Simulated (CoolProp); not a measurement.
Ethylene along the isobar 0.873 MPa: fugacity coefficient from the reference equation and from simpler models built on Tc = 282.4 K, pc = 5.042 MPa, ω = 0.087; each cubic takes its own stable root.

Model: reference Helmholtz-energy equation of state, Smukala 2000, in CoolProp.

```json
[
 {"T (K)": "237.9", "phase": "gas", "reference": "0.9025", "van der Waals": "0.9230", "Peng-Robinson": "0.8968"},
 {"T (K)": "255.6", "phase": "gas", "reference": "0.9216", "van der Waals": "0.9350", "Peng-Robinson": "0.9150"},
 {"T (K)": "273.2", "phase": "gas", "reference": "0.9360", "van der Waals": "0.9446", "Peng-Robinson": "0.9292"},
 {"T (K)": "290.9", "phase": "gas", "reference": "0.9472", "van der Waals": "0.9524", "Peng-Robinson": "0.9406"},
 {"T (K)": "308.6", "phase": "gas", "reference": "0.9561", "van der Waals": "0.9588", "Peng-Robinson": "0.9499"},
 {"T (K)": "326.3", "phase": "gas", "reference": "0.9632", "van der Waals": "0.9642", "Peng-Robinson": "0.9575"},
 {"T (K)": "343.9", "phase": "gas", "reference": "0.9689", "van der Waals": "0.9687", "Peng-Robinson": "0.9637"},
 {"T (K)": "361.6", "phase": "gas", "reference": "0.9737", "van der Waals": "0.9725", "Peng-Robinson": "0.9690"},
 {"T (K)": "379.3", "phase": "gas", "reference": "0.9776", "van der Waals": "0.9758", "Peng-Robinson": "0.9734"},
 {"T (K)": "397", "phase": "gas", "reference": "0.9809", "van der Waals": "0.9786", "Peng-Robinson": "0.9771"},
 {"T (K)": "414.6", "phase": "gas", "reference": "0.9837", "van der Waals": "0.9810", "Peng-Robinson": "0.9802"},
 {"T (K)": "432.3", "phase": "gas", "reference": "0.9861", "van der Waals": "0.9831", "Peng-Robinson": "0.9829"},
 {"T (K)": "450", "phase": "gas", "reference": "0.9881", "van der Waals": "0.9849", "Peng-Robinson": "0.9852"}
]
```
